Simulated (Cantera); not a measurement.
A perfectly stirred reactor is fed with CH4 : H2O = 1 : 0.35 (molar parts), at 760 Torr; it is held at 1425 K, and followed from long to short residence time.

Detailed kinetics in Cantera: GRI-Mech 3.0 (53 species, 325 reactions). GRI-Mech 3.0 stops at C3 and has no aromatics, soot or wall deposition, so with more carbon than oxygen in the feed, carbon stays in small species such as C2H2 where larger ones or solid carbon would form.

### Question
What does this change do: temperature 1425 to 1348 K?

### Answer
```tsv
quantity	before	after
x(CH4) at τ = 16.0 s	0.245	0.417
x(H2O) at τ = 16.0 s	0.151	0.208
x(H) at τ = 16.0 s	4.03e-6	7.93e-7
x(HO2) at τ = 16.0 s	<1e-12	<1e-12
x(CH3) at τ = 16.0 s	4.44e-5	2.38e-5
x(CH4) at τ = 0.220 s	0.654	0.728
x(H2O) at τ = 0.220 s	0.247	0.258
x(H) at τ = 0.220 s	5.87e-7	2.98e-8
x(HO2) at τ = 0.220 s	<1e-12	<1e-12
x(CH3) at τ = 0.220 s	0.000103	3.83e-5
```
